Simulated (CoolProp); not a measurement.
Vapour-liquid equilibrium of ethanol (1) + n-decane (2) at 340 kPa; x and y are mole fractions of (1).

Values from CoolProp's multi-fluid Helmholtz-energy mixture model, Schroeder 2014 and Lemmon 2006; pair parameters Bell 2016.

```tsv
x	bubble temperature (K)	y at the bubble point	dew temperature at overall composition x (K)	liquid density (mol/L)
0.05	446.8	0.693	498.9	4.392
0.125	414.4	0.877	494.3	4.866
0.2	402.8	0.916	489.6	5.244
0.275	397.9	0.931	484.6	5.623
0.35	395.5	0.937	479.3	6.034
0.425	394.3	0.941	473.5	6.498
0.5	393.6	0.943	467.2	7.034
0.575	392.9	0.946	460.2	7.665
0.65	392.1	0.949	452.1	8.419
0.725	391.2	0.953	442.5	9.334
0.8	390.0	0.960	430.7	10.46
0.875	388.6	0.971	414.8	11.88
0.95	386.9	0.986	391.8	13.69
```

No azeotrope shows between x = 0.05 and 0.95.

Pair parameters are fitted to limited data, so mixtures are less certain than the pure fluids. With so large a gap from Raoult's law the liquid may split in two, which this calculation doesn't test in full.
